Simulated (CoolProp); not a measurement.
R152A along the isotherm 253.7 K: Z from the reference equation and from simpler models built on Tc = 386.4 K, pc = 4.517 MPa, ω = 0.275; each cubic takes its own stable root.

Model: reference Helmholtz-energy equation of state, Outcalt 1996, in CoolProp. It is a modified Benedict-Webb-Rubin equation, recast in Helmholtz form.

```csv
p (MPa),phase,reference,van der Waals,Redlich-Kwong,Soave-Redlich-Kwong,Peng-Robinson
3.01,liquid,0.09357,0.1687,0.1162,0.1121,0.09927
6.02,liquid,0.1861,0.3314,0.2300,0.2225,0.1973
9.03,liquid,0.2777,0.4899,0.3418,0.3315,0.2942
12,liquid,0.3672,0.6430,0.4505,0.4379,0.3889
15.1,liquid,0.4598,0.8001,0.5624,0.5476,0.4868
18.1,liquid,0.5486,0.9500,0.6694,0.6529,0.5808
21.1,liquid,0.6367,1.098,0.7752,0.7572,0.6740
24.1,liquid,0.7242,1.245,0.8800,0.8607,0.7667
27.1,liquid,0.8111,1.390,0.9840,0.9635,0.8587
30.1,liquid,0.8973,1.534,1.087,1.066,0.9501
33.1,liquid,0.9831,1.677,1.189,1.167,1.041
36.1,liquid,1.068,1.819,1.291,1.268,1.132
39.1,liquid,1.153,1.960,1.392,1.368,1.222
42.2,liquid,1.240,2.105,1.496,1.472,1.314
45.2,liquid,1.324,2.245,1.596,1.571,1.404
```
